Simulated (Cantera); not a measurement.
Oxide etching and cleaning by halides: Fe2O3 + HCl + N2

A closed system holds: 1 mol Fe2O3, 1.2 mol HCl, 44 mol N2, equilibrated at 1330 Pa.

Method: chemical equilibrium by Gibbs-energy minimisation in Cantera with the NASA 1993 tables (ideal gas, pure condensed phases). Candidate condensed phases: Fe, FeCl2, FeCl3, FeO, Fe(OH)2, Fe(OH)3, Fe2O3, Fe3O4, H2O, NH4Cl; 37 gas species. Mutual solubility and eutectic melting of coexisting phases are not modelled. The numbers say what is thermodynamically allowed, not how fast it happens.

```tsv
T (K)	x N2	x HCl	x H2O	x FeCl2	n Fe2O3(s)	n Fe3O4(s)
1150	0.973	0.0239	0.00131	0.00104	0.975	0
1225	0.973	0.0225	0.00201	0.00173	0.960	0
1300	0.972	0.0210	0.00274	0.00232	0.709	0.159
1375	0.969	0.0195	0.00347	0.00279	0	0.624
1450	0.969	0.0177	0.00437	0.00357	0	0.613
1525	0.969	0.0158	0.00527	0.00433	0	0.601
1600	0.968	0.0141	0.00613	0.00505	0	0.590
1675	0.968	0.0125	0.00692	0.00571	0	0.580
```
x: gas mole fraction; n: condensed amount in mol.

From 1150 K to 1225 K the condensed part is Fe2O3(s). At 1300 K the condensed part is Fe2O3(s) + Fe3O4(s). From 1375 K to 1675 K the condensed part is Fe3O4(s). The main Fe-bearing gas is FeCl2 throughout. The share of Fe in condensed phases is highest at 1150 K (97.5 %) and lowest at 1675 K (87.0 %).
